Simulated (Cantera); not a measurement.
Input: 1 mol (CH₃)₂SiCl₂, 0.0049 mol C₃H₈, 1200 mol H₂, equilibrated at 1298.15 K and 13.3 mbar.

Method: chemical equilibrium by Gibbs-energy minimisation in Cantera with the NASA 1993 tables (ideal gas, pure condensed phases). Candidate condensed phases: C, C₆H₆, C₇H₈, C₈H₁₈, Si, SiC; 109 gas species. The feed counts by its element totals alone. The numbers say what is thermodynamically allowed, not how fast it happens.

Base state: H₂ 0.998, HCl 0.00166, CH₄ 0.000106 (mole fractions); condensed: C(graphite) + SiC(s).

What changes in the equilibrium state with this change: pressure from 13.3 mbar to 0.120 bar?


```tsv
species	before	after
H₂	0.998	0.997
HCl	0.00166	0.00166
CH₄	0.000106	0.000842
C(graphite), mol	0.886	0
SiC(s), mol	1.000	1.000
```
